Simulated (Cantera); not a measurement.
A Cantera script and what it prints.

```python
import numpy as np
import cantera as ct

gas_names = [...]  # 139 gases of nasa_gas.yaml made of C, H, N, O, Ti
cond_names = """
    C(gr) C6H6(L) C7H8(L) C8H18(L),n-octa H2O(s) H2O(L) Ti(a) Ti(b) Ti(L) TiC(s) TiC(L) TiN(s) TiN(L)
    TiO(a) TiO(b) TiO(L) TiO2(ru) TiO2(L) Ti2O3(a) Ti2O3(b) Ti2O3(L) Ti3O5(a) Ti3O5(b) Ti3O5(L) Ti4O7(s)
    Ti4O7(L)
""".split()


# ... load() reads the species with a 1 bar reference pressure and builds the phases ...
atoms = {
    'Ti(OiPr)4': {'Ti': 1, 'C': 12, 'H': 28, 'O': 4},
    'N2': {'N': 2},
    'H2': {'H': 2},
}
top_T = {'C(gr)': 4500}  # K; cautious upper limits of use, not melting points


# ... equilibrate(T, P, feed) seeds the gas with the atoms and calls Mixture.equilibrate('TP', solver="vcs", rtol=1e-11, max_steps=5000) ...
results = []
feed = {'Ti(OiPr)4': 1, 'N2': 7, 'H2': 100}  # mol
P = 95  # Pa
for T in [1475, 1500, 1525, 1550, 1575, 1600, 1625, 1650, 1675, 1700, 1725, 1750, 1775, 1800]:
    mix = equilibrate(T, P, feed)
    results.append((T, P, feed, dict(zip(mix.species_names, mix.species_moles))))
    x = sorted(zip(gas.X, gas.species_names), reverse=True)
    print(f"T = {T:g} K  P = {P:g} Pa  gas = {mix.phase_moles(0):.4g} mol")
    print("   x: " + "  ".join(f"{s} {v:.3e}" for v, s in x if v > 1e-05))
    print("   condensed (mol): " + ("  ".join(f"{mix.phase(i).name} {mix.phase_moles(i):.4g}"
          for i in range(1, mix.n_phases) if mix.phase_moles(i) > 1e-12) or "none"))
```

Result:

```
T = 1475 K  P = 95 Pa  gas = 125 mol
   x: H2 9.115e-01  N2 5.589e-02  CO 3.199e-02  H 4.017e-04  HCN 1.994e-04
   condensed (mol): C(gr) 6.973  TiC(s) 1
T = 1500 K  P = 95 Pa  gas = 125 mol
   x: H2 9.113e-01  N2 5.586e-02  CO 3.199e-02  H 5.452e-04  HCN 2.385e-04
   condensed (mol): C(gr) 6.967  TiC(s) 1
T = 1525 K  P = 95 Pa  gas = 125 mol
   x: H2 9.111e-01  N2 5.584e-02  CO 3.199e-02  H 7.326e-04  HCN 2.836e-04  C2H2,acetylene 1.102e-05
   condensed (mol): C(gr) 6.961  TiC(s) 1
T = 1550 K  P = 95 Pa  gas = 125.1 mol
   x: H2 9.109e-01  N2 5.580e-02  CO 3.198e-02  H 9.752e-04  HCN 3.352e-04  C2H2,acetylene 1.461e-05
   condensed (mol): C(gr) 6.953  TiC(s) 1
T = 1575 K  P = 95 Pa  gas = 125.1 mol
   x: H2 9.105e-01  N2 5.576e-02  CO 3.198e-02  H 1.287e-03  HCN 3.941e-04  C2H2,acetylene 1.921e-05
   condensed (mol): C(gr) 6.945  TiC(s) 1
T = 1600 K  P = 95 Pa  gas = 125.1 mol
   x: H2 9.101e-01  N2 5.572e-02  CO 3.197e-02  H 1.683e-03  HCN 4.609e-04  C2H2,acetylene 2.503e-05  HNC 1.054e-05
   condensed (mol): C(gr) 6.935  TiC(s) 1
T = 1625 K  P = 95 Pa  gas = 125.1 mol
   x: H2 9.096e-01  N2 5.566e-02  CO 3.197e-02  H 2.183e-03  HCN 5.363e-04  C2H2,acetylene 3.235e-05  HNC 1.316e-05
   condensed (mol): C(gr) 6.923  TiC(s) 1
T = 1650 K  P = 95 Pa  gas = 125.2 mol
   x: H2 9.090e-01  N2 5.560e-02  CO 3.196e-02  H 2.810e-03  HCN 6.211e-04  C2H2,acetylene 4.146e-05  HNC 1.631e-05
   condensed (mol): C(gr) 6.91  TiC(s) 1
T = 1675 K  P = 95 Pa  gas = 125.2 mol
   x: H2 9.081e-01  N2 5.553e-02  CO 3.194e-02  H 3.590e-03  HCN 7.159e-04  C2H2,acetylene 5.274e-05  HNC 2.009e-05
   condensed (mol): C(gr) 6.894  TiC(s) 1
T = 1700 K  P = 95 Pa  gas = 125.3 mol
   x: H2 9.072e-01  N2 5.545e-02  CO 3.193e-02  H 4.553e-03  HCN 8.215e-04  C2H2,acetylene 6.659e-05  HNC 2.457e-05
   condensed (mol): C(gr) 6.877  TiC(s) 1
T = 1725 K  P = 95 Pa  gas = 125.4 mol
   x: H2 9.059e-01  N2 5.536e-02  CO 3.191e-02  H 5.735e-03  HCN 9.387e-04  C2H2,acetylene 8.347e-05  HNC 2.988e-05
   condensed (mol): C(gr) 6.858  TiC(s) 1
T = 1750 K  P = 95 Pa  gas = 125.5 mol
   x: H2 9.045e-01  N2 5.525e-02  CO 3.189e-02  H 7.176e-03  HCN 1.068e-03  C2H2,acetylene 1.039e-04  HNC 3.611e-05
   condensed (mol): C(gr) 6.835  TiC(s) 1
T = 1775 K  P = 95 Pa  gas = 125.6 mol
   x: H2 9.027e-01  N2 5.512e-02  CO 3.186e-02  H 8.922e-03  HCN 1.210e-03  C2H2,acetylene 1.285e-04  HNC 4.339e-05
   condensed (mol): C(gr) 6.81  TiC(s) 1
T = 1800 K  P = 95 Pa  gas = 125.7 mol
   x: H2 9.006e-01  N2 5.498e-02  CO 3.182e-02  H 1.102e-02  HCN 1.366e-03  C2H2,acetylene 1.579e-04  HNC 5.185e-05
   condensed (mol): C(gr) 6.782  TiC(s) 1
```

Cantera equilibrium calculation (NASA polynomials, part measured and part estimated; ideal gas, pure solids and liquids). The feed counts by its element totals alone. TiC: taken at fixed stoichiometry.
